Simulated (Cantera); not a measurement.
Cantera run, input and output.

```python
import numpy as np
import cantera as ct

gas = ct.Solution("gri30.yaml")
gas.TPX = 1375, 3000, {'N2O': 1, 'N2': 1.3}
reactor = ct.IdealGasConstPressureReactor(gas, energy="off", clone=False)
net = ct.ReactorNet([reactor])
net.rtol, net.atol = 1e-08, 1e-18
show = ['N2O', 'O2', 'NO', 'O', 'NO2', 'N2']
times = np.geomspace(0.0002, 100, 14)

steps = ct.SolutionArray(gas, extra=["t"])
rows = []
print(f"{'t/s':>10s}{'T/K':>9s}{'P/Pa':>11s}" + "".join(f"{s:>11s}" for s in show))
for t in times:
    while net.time < t:
        t_next = net.step()
        steps.append(gas.state, t=t_next)
    rows.append([np.interp(t, steps.t, y) for y in (steps.T, steps.P, *steps(*show).X.T)])
    print(f"{t:10.3e}{rows[-1][0]:9.1f}{rows[-1][1]:11.4g}" + "".join(f"{x:11.3e}" for x in rows[-1][2:]))
rate = np.gradient(steps.T, steps.t)
print("integrator steps:", len(steps.t))
if steps.T.max() > steps.T[0] + 200:
    print(f"time of steepest temperature rise: {steps.t[rate.argmax()]:.4e} s")
gas.TPX = 1375, 3000, {'N2O': 1, 'N2': 1.3}
gas.equilibrate("TP")
print(f"equilibrium (TP): T = {gas.T:.1f} K  " + "  ".join(f"{s} {gas[s].X[0]:.3e}" for s in show))
```

Result:

```
       t/s      T/K       P/Pa        N2O         O2         NO          O        NO2         N2
 2.000e-04   1375.0       3000  4.348e-01  3.489e-06  1.580e-06  1.015e-05  2.482e-13  5.652e-01
 5.488e-04   1375.0       3000  4.347e-01  1.859e-05  8.420e-06  1.678e-05  7.016e-12  5.653e-01
 1.506e-03   1375.0       3000  4.345e-01  7.292e-05  3.302e-05  1.918e-05  1.071e-10  5.653e-01
 4.132e-03   1375.0       3000  4.341e-01  2.271e-04  1.029e-04  1.924e-05  1.021e-09  5.656e-01
 1.134e-02   1375.0       3000  4.328e-01  6.495e-04  2.941e-04  1.924e-05  7.956e-09  5.662e-01
 3.111e-02   1375.0       3000  4.294e-01  1.801e-03  8.155e-04  1.924e-05  5.395e-08  5.680e-01
 8.537e-02   1375.0       3000  4.201e-01  4.906e-03  2.221e-03  1.924e-05  2.967e-07  5.727e-01
 2.343e-01   1375.0       3000  3.959e-01  1.303e-02  5.898e-03  1.923e-05  1.186e-06  5.852e-01
 6.428e-01   1375.0       3000  3.373e-01  3.266e-02  1.477e-02  1.919e-05  3.587e-06  6.153e-01
 1.764e+00   1375.0       3000  2.212e-01  7.155e-02  3.232e-02  1.907e-05  8.964e-06  6.749e-01
 4.840e+00   1375.0       3000  7.535e-02  1.205e-01  5.418e-02  1.842e-05  1.695e-05  7.499e-01
 1.328e+01   1375.0       3000  5.743e-03  1.442e-01  6.394e-02  1.148e-05  2.409e-05  7.861e-01
 3.644e+01   1375.0       3000  5.570e-05  1.463e-01  6.429e-02  1.581e-06  6.958e-05  7.892e-01
 1.000e+02   1375.0       3000  1.106e-06  1.464e-01  6.425e-02  1.421e-06  7.500e-05  7.893e-01
integrator steps: 1253
equilibrium (TP): T = 1375.0 K  N2O 6.731e-09  O2 1.783e-01  NO 5.938e-04  O 1.562e-06  NO2 7.672e-07  N2 8.211e-01
```

Cantera simulation using GRI-Mech 3.0 (53 species, 325 reactions); the numbers are that mechanism's predictions, not measurements. GRI-Mech 3.0 was tuned for natural gas; its chemistry of N2O as a main component is partial and can be far from experiment. Radical loss at walls, strong at low pressure, is not modelled. The mechanism lacks the step 2 NO + O2 → 2 NO2, which can matter for NO2 below about 1400 K. The temperature is held fixed by assumption; the heat of reaction is taken as removed at once.
